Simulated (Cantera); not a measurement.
A diamond (100) surface in a fixed gas of H2 with x(CH4) = 0.023, x(CH3) = 0.00027, at 1350 K, 113 Torr; coverages are run to steady state.

Cantera simulation using the Harris–Goodwin 1993 mechanism for the reconstructed diamond (100) surface; the numbers are that mechanism's predictions, not measurements.

θ: site fractions in the mechanism's names (c6HH fully hydrogenated, c6H* and c6*H radical sites, c6** diradical, c6HM methylated).

| x(H) | growth (µm/h) | θ c6HH | θ c6H* | θ c6*H | θ c6** | θ c6HM |
|---|---|---|---|---|---|---|
| 0.0001 | [?] | 0.684 | 0.0286 | 0.282 | 0.00358 | 0.000255 |
| 0.00023 | [?] | 0.556 | 0.0397 | 0.392 | 0.00976 | 0.000377 |
| 0.00055 | [?] | 0.456 | 0.0478 | 0.471 | 0.0210 | 0.000509 |
| 0.0013 | [?] | 0.399 | 0.0519 | 0.511 | 0.0342 | 0.000623 |
| 0.003 | [?] | 0.371 | 0.0536 | 0.528 | 0.0448 | 0.000690 |
| 0.007 | [?] | 0.358 | 0.0544 | 0.534 | 0.0515 | 0.000693 |
| 0.016 | [?] | 0.352 | 0.0550 | 0.537 | 0.0550 | 0.000626 |
| 0.038 | [?] | 0.349 | 0.0557 | 0.537 | 0.0569 | 0.000486 |
| 0.089 | [?] | 0.348 | 0.0573 | 0.536 | 0.0581 | 0.000317 |

Task: What belongs in the gaps?

Result: 
- 0.0001, growth (µm/h): 0.211
- 0.00023, growth (µm/h): 0.901
- 0.00055, growth (µm/h): 2.65
- 0.0013, growth (µm/h): 5.37
- 0.003, growth (µm/h): 8.71
- 0.007, growth (µm/h): 13.3
- 0.016, growth (µm/h): 20.4
- 0.038, growth (µm/h): 31.3
- 0.089, growth (µm/h): 43.6
